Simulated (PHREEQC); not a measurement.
1 kg of water holding 190 mmol/kgw NaOH meets 20 L of dry gas (CH4 1 by moles) at fixed total pressure, at 100 °C; fugacities by Peng-Robinson. The gases take part in no redox reaction, some water evaporates into the gas, and hydrates or a liquid gas phase aren't modelled. Precipitation was switched off in this run.

Model: ion-association model, phreeqc.dat, run in PHREEQC.

| P (atm) | dissolved CH4 (mol/kgw) | φ of CH4 |
|---|---|---|
| 2 | 0.000950 | 1.001 |
| 5 | ? | 0.996 |
| 10 | 0.00835 | 0.991 |
| 20 | 0.0173 | 0.981 |
| 30 | ? | 0.972 |
| 40 | 0.0341 | 0.963 |
| 50 | 0.0420 | 0.955 |
| 75 | 0.0605 | 0.936 |
| 100 | 0.0775 | 0.919 |
| 150 | 0.107 | ? |
| 200 | 0.133 | 0.874 |
| 300 | 0.176 | 0.856 |
| 400 | 0.212 | 0.857 |

Q: What belongs in the gaps?

A: 
- 5, dissolved CH4 (mol/kgw): 0.00375
- 30, dissolved CH4 (mol/kgw): 0.0258
- 150, φ of CH4: 0.893

Species that the database lacks are ignored. At this temperature some constants are extrapolated from 25 °C, and those without enthalpy data are left unchanged.
